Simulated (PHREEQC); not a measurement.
Solution (20 °C): 0.04 mol/kgw AlCl3. It is in equilibrium with CO2 at log p = -1 (atm). Otherwise closed; pH follows from the charge balance.

All values are PHREEQC results (ion-association model, phreeqc.dat), not measurements.

```csv
quantity,before,after
pH,3.51,2.99
Al+3 (mol/kgw),0.0396,0.0387
AlOH+2 (mol/kgw),0.000379,0.00123
HCO3- (mol/kgw),7.10e-6,1.13e-6
Al(OH)2+ (mol/kgw),2.44e-6,4.24e-5
(CO2)2 (mol/kgw),2.25e-7,1.21e-7
SI of Gibbsite (Al(OH)3),-0.19,+0.23
```

Q: Name the change that produced these shifts.
A) diluted 2-fold with water
B) temperature from 20 to 60 °C
C) AlCl3 from 0.04 to 0.004 mol/kgw
D) diluted 10-fold with water

A: B, temperature from 20 to 60 °C

Precipitation was switched off in this run. Some of these states are supersaturated (in Gibbsite (slow to form), for instance). At this temperature some constants are extrapolated from 25 °C, and those without enthalpy data are left unchanged.
